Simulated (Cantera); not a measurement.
Formation from one mole of O2

Cantera with NASA thermochemical tables; ideal gases at 1 bar, condensed phases pure. Values are per mole of reaction as written; species without (g) are pure solids or liquids, kept so even where they would boil at 1 bar.

2 Ti + O2(g) = 2 TiO(g)

```csv
T (K),ΔH° (kJ),ΔS° (J/K),ΔG° (kJ),log10 K
2025,27.7,136.9,-249.6,6.44
2075,25.0,135.6,-256.4,6.45
2125,22.3,134.3,-263.2,6.47
2175,19.5,133.1,-269.8,6.48
2225,16.8,131.8,-276.5,6.49
2275,14.1,130.6,-283.0,6.50
2325,11.4,129.4,-289.5,6.50
2375,8.7,128.3,-296.0,6.51
2425,6.0,127.2,-302.4,6.51
2475,3.3,126.1,-308.7,6.51
2525,0.6,125.0,-315.0,6.52
```

2 B + O2(g) = B2O2(g)

| T (K) | ΔH° (kJ) | ΔS° (J/K) | ΔG° (kJ) | log10 K | condensed phases |
|---|---|---|---|---|---|
| 2025 | -468.1 | 16.9 | -502.3 | 12.96 | B(s) |
| 2075 | -468.7 | 16.6 | -503.1 | 12.66 | B(s) |
| 2125 | -469.4 | 16.2 | -503.9 | 12.39 | B(s) |
| 2175 | -470.1 | 15.9 | -504.7 | 12.12 | B(s) |
| 2225 | -470.7 | 15.6 | -505.5 | 11.87 | B(s) |
| 2275 | -471.4 | 15.3 | -506.3 | 11.62 | B(s) |
| 2325 | -472.2 | 15.0 | -507.0 | 11.39 | B(s) |
| 2375 | -573.4 | -28.1 | -506.7 | 11.14 | B(l) |
| 2425 | -574.2 | -28.4 | -505.3 | 10.88 | B(l) |
| 2475 | -575.1 | -28.8 | -503.9 | 10.63 | B(l) |
| 2525 | -575.9 | -29.1 | -502.4 | 10.39 | B(l) |

2 Pb + O2(g) = 2 PbO(g)

| T (K) | ΔH° (kJ) | ΔS° (J/K) | ΔG° (kJ) | log10 K |
|---|---|---|---|---|
| 2025 | 98.1 | 93.0 | -90.2 | 2.33 |
| 2075 | 97.1 | 92.5 | -94.8 | 2.39 |
| 2125 | 96.1 | 92.0 | -99.4 | 2.44 |
| 2175 | 95.2 | 91.6 | -104.0 | 2.50 |
| 2225 | 94.1 | 91.1 | -108.6 | 2.55 |
| 2275 | 93.1 | 90.7 | -113.1 | 2.60 |
| 2325 | 92.1 | 90.2 | -117.7 | 2.64 |
| 2375 | 91.1 | 89.8 | -122.2 | 2.69 |
| 2425 | 90.0 | 89.3 | -126.6 | 2.73 |
| 2475 | 88.9 | 88.9 | -131.1 | 2.77 |
| 2525 | 87.9 | 88.5 | -135.5 | 2.80 |
